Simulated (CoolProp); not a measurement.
Saturation properties of hexamethyldisiloxane (MM).

Values from CoolProp's reference Helmholtz-energy equation of state, Thol 2016.

```json
[
 {"T (°C)": "128.95", "p (MPa)": "___", "liquid density (kg/m³)": "638.8", "vapour density (kg/m³)": "11.76", "enthalpy of vaporisation (kJ/kg)": "176.8"},
 {"T (°C)": "135.95", "p (MPa)": "0.2553", "liquid density (kg/m³)": "629.4", "vapour density (kg/m³)": "13.87", "enthalpy of vaporisation (kJ/kg)": "172.6"},
 {"T (°C)": "142.85", "p (MPa)": "0.2992", "liquid density (kg/m³)": "619.8", "vapour density (kg/m³)": "16.26", "enthalpy of vaporisation (kJ/kg)": "___"},
 {"T (°C)": "149.75", "p (MPa)": "___", "liquid density (kg/m³)": "609.9", "vapour density (kg/m³)": "18.98", "enthalpy of vaporisation (kJ/kg)": "163.7"},
 {"T (°C)": "156.75", "p (MPa)": "0.4048", "liquid density (kg/m³)": "599.5", "vapour density (kg/m³)": "22.13", "enthalpy of vaporisation (kJ/kg)": "158.9"},
 {"T (°C)": "163.65", "p (MPa)": "0.4667", "liquid density (kg/m³)": "588.9", "vapour density (kg/m³)": "25.68", "enthalpy of vaporisation (kJ/kg)": "153.9"},
 {"T (°C)": "170.55", "p (MPa)": "0.5356", "liquid density (kg/m³)": "577.8", "vapour density (kg/m³)": "29.73", "enthalpy of vaporisation (kJ/kg)": "148.7"},
 {"T (°C)": "177.55", "p (MPa)": "0.6130", "liquid density (kg/m³)": "566.0", "vapour density (kg/m³)": "34.44", "enthalpy of vaporisation (kJ/kg)": "143.1"},
 {"T (°C)": "184.45", "p (MPa)": "0.6975", "liquid density (kg/m³)": "553.8", "vapour density (kg/m³)": "39.78", "enthalpy of vaporisation (kJ/kg)": "137.2"},
 {"T (°C)": "191.35", "p (MPa)": "0.7906", "liquid density (kg/m³)": "540.9", "vapour density (kg/m³)": "45.95", "enthalpy of vaporisation (kJ/kg)": "131.0"},
 {"T (°C)": "198.25", "p (MPa)": "0.8931", "liquid density (kg/m³)": "527.0", "vapour density (kg/m³)": "53.13", "enthalpy of vaporisation (kJ/kg)": "124.2"},
 {"T (°C)": "205.25", "p (MPa)": "1.007", "liquid density (kg/m³)": "511.7", "vapour density (kg/m³)": "61.71", "enthalpy of vaporisation (kJ/kg)": "___"},
 {"T (°C)": "212.15", "p (MPa)": "1.131", "liquid density (kg/m³)": "495.2", "vapour density (kg/m³)": "___", "enthalpy of vaporisation (kJ/kg)": "108.5"},
 {"T (°C)": "219.05", "p (MPa)": "1.267", "liquid density (kg/m³)": "476.6", "vapour density (kg/m³)": "84.15", "enthalpy of vaporisation (kJ/kg)": "___"}
]
```

Problem. Some entries are withheld; supply them.

Solution. 
- 128.95, p (MPa): 0.2159
- 142.85, enthalpy of vaporisation (kJ/kg): 168.2
- 149.75, p (MPa): 0.3486
- 205.25, enthalpy of vaporisation (kJ/kg): 116.7
- 212.15, vapour density (kg/m³): 71.82
- 219.05, enthalpy of vaporisation (kJ/kg): 99.20

It boils at 100.5 °C under 1 atm.
